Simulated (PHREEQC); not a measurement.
Dissolve 0.01 mol/kgw HF, 0.05 mol/kgw CsF, 5.1e-05 mol/kgw H2SiF6 and 0.048 mol/kgw H2SO4 at 75 °C. Closed to the air; pH follows from the charge balance.

All values are PHREEQC results (ion-association model, wateq4f.dat), not measurements.

The pH is 1.90 and the ionic strength is 0.0812 mol/kgw. The total alkalinity is -106 meq/kg.

```tsv
species	molality	activity	log γ
HF	0.0555	0.0566	0.008
Cs+	0.0500	0.0387	-0.111
HSO4-	0.0324	0.0250	-0.112
SO4-2	0.0156	0.00569	-0.438
H+	0.0155	0.0127	-0.086
F-	0.00147	0.00111	-0.120
H2F2	0.00115	0.00117	0.008
HF2-	0.000360	0.000273	-0.120
SiF6-2	5.10e-5	1.87e-5	-0.435
H4SiO4	1.25e-8	1.27e-8	0.008
```

No solid was allowed to form. At this temperature some constants are extrapolated from 25 °C, and those without enthalpy data are left unchanged. SiF6-2 is the database's only silicon fluoride.
